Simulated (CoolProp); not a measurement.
A single-stage vapour-compression cycle with R1336mzz(Z): evaporating at 266.15 K (dew point), condensing at 332.15 K (bubble point), superheat 8 K, subcooling 8 K, compressor efficiency 0.9, no pressure losses. Each further row changes one setting.

Computed with CoolProp (reference Helmholtz-energy equation of state, McLinden 2020).

| case | cooling COP | pressure ratio | discharge temperature (K) | refrigerating effect (kJ/kg) | volumetric capacity (kJ/m³) |
|---|---|---|---|---|---|
| as stated | 2.82 | 13.6 | 332.2 | 118 | 150 |
| evaporating temperature 271.15 K | 3.20 | 10.6 | 332.2 | 122 | 197 |
| condensing temperature 327.15 K | 3.16 | 11.7 | 327.2 | 125 | 158 |
| subcooling 13 K | 2.97 | 13.6 | 332.2 | 125 | 158 |
| superheat 18 K | 2.89 | 13.6 | 340.1 | 126 | 155 |
| compressor efficiency 0.8 | 2.50 | 13.6 | 335.5 | 118 | 150 |

The compression ends wet for: as stated; evaporating temperature 271.15 K; condensing temperature 327.15 K; subcooling 13 K.
